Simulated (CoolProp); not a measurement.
R141b along the isobar 30.3 bar: density (kg/m³) from the reference equation and from simpler models built on Tc = 204.4 °C, pc = 42.12 bar, ω = 0.220; each cubic takes its own stable root.

Values from CoolProp's reference Helmholtz-energy equation of state, Lemmon 2006. It is a short technical equation, of lower accuracy than the large ones.

```tsv
T (°C)	phase	reference	van der Waals	Redlich-Kwong	Soave-Redlich-Kwong
35.25	liquid	1220	753.3	1095	1124
59.25	liquid	1173	725.9	1046	1078
83.15	liquid	1122	695.5	991.7	1026
107.15	liquid	1066	660.6	930.2	965.3
131.05	liquid	1003	618.9	858.6	893.6
155.05	liquid	925.8	563.5	768.7	802.5
178.95	liquid	815.7	144.9	161.1	666.0
202.95	gas	130.9	124.6	130.4	130.5
226.85	gas	113.1	111.5	114.2	113.1
```

At some of these states van der Waals, Redlich-Kwong gives the other phase, because its saturation line lies elsewhere.
